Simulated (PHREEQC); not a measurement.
Make-up at 25 °C: 23 mmol/kgw KHCO3, 0.18 mmol/kgw Na2B4O7 and 24 mmol/kgw LiCl. Closed to the air; pH follows from the charge balance.

All values are PHREEQC results (ion-association model, phreeqc.dat), not measurements.

This is a speciation only: nothing precipitates in the calculation.

Problem. What pH does the model give?

Solution. pH 8.37.

Problem. In which forms is C present?

Solution. HCO3- 97 %, CO3-2 1.9 %, CO2 0.8 % of the C.
